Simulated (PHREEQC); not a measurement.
Consider water at 25 °C with 0.036 mol/kgw HF, 0.24 mol/kgw NaF and 0.00023 mol/kgw (NH4)2SiF6. Closed to the air; pH follows from the charge balance.

Model: ion-association model, phreeqc.dat, run in PHREEQC.

| quantity | before | after |
|---|---|---|
| pH | 4.02 | 12.87 |
| ionic strength (mol/kgw) | 0.227 | 0.375 |
| Na+ (mol/kgw) | 0.227 | 0.225 |
| F- (mol/kgw) | 0.211 | 0.263 |
| HF (mol/kgw) | 0.0199 | 3.21e-11 |
| HF2- (mol/kgw) | 0.0159 | 3.17e-11 |

Problem. Name the change that produced these shifts.
A) NaF from 0.24 to 0.048 mol/kgw
B) (NH4)2SiF6 replaced by KHF2 at the same molality
C) (NH4)2SiF6 from 0.00023 to 0.000253 mol/kgw
D) 0.15 mol/kgw TMAH added
E) temperature from 25 to 15 °C

Solution. D, 0.15 mol/kgw TMAH added

No solid was allowed to form. (CH3)4N+ isn't in the database: it is added as a free cation with an ion size of 4 Å. SiF6-2 is the database's only silicon fluoride.
